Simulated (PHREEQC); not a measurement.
0.82 g of hydrous ferric oxide (600 m²/g; 0.2 weak and 0.005 strong sites per Fe, Dzombak-Morel constants, diffuse double layer) in 1 kg of water with 0.005 mol/kgw of an inert sodium salt and 0.34 mmol/kgw H3BO3, 0.015 mmol/kgw MgCl2 and 0.58 mmol/kgw NaF, at 25 °C; the pH is set by adding NaOH or the inert anion's acid. Oxygen alone is held at its pressure in air (log pO2 = -0.68). CO2 from the air is kept out. Nothing may precipitate in this run.

Base run: PHREEQC, ion-association model, wateq4f.dat. Each further column changes one thing. The table gives F sorbed (%).

```csv
pH,base,no electrostatic term (-no_edl),background salt from 0.005 to 0.0005 mol/kgw,oxide from 0.82 to 4.1 g/kgw,0.0015 mol/kgw SrCl2 added
3,96.3,1.8,98.2,99.6,94.7
3.5,97.1,2.9,98.6,99.7,96.0
4.5,94.0,3.9,96.2,99.5,92.6
5,88.9,4.1,91.8,99.0,87.1
5.5,79.4,4.1,82.8,97.8,77.5
6.5,47.2,4.4,49.9,87.4,46.3
7,29.3,4.8,31.1,72.1,29.8
7.5,14.9,5.3,15.8,48.6,16.2
8.5,2.3,4.6,2.4,10.5,3.3
9,0.8,3.0,0.8,3.9,1.6
9.5,0.3,1.4,0.3,1.4,0.7
10.5,0.0,0.2,0.0,0.2,0.1
11,0.0,0.1,0.0,0.1,0.0
```

Real BF4- forms and hydrolyses slowly; the run takes it at equilibrium. The oxide is taken as insoluble; below pH 4 it would dissolve.
